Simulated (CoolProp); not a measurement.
Vapour-liquid equilibrium of methanol (1) + water (2) at 283 kPa; x and y are mole fractions of (1).

Values from CoolProp's multi-fluid Helmholtz-energy mixture model, de Reuck 1993 and Wagner 2002; pair parameters Bell 2016.

Give the bubble temperature and the first vapour's composition at x = 0.35, 0.45, 0.95. Is there an azeotrope?

x = 0.35: 382.2 K, y = 0.651; x = 0.45: 378.7 K, y = 0.727; x = 0.95: 367.1 K, y = 0.978. No azeotrope shows between x = 0.05 and 0.95.

Pair parameters are fitted to limited data, so mixtures are less certain than the pure fluids.
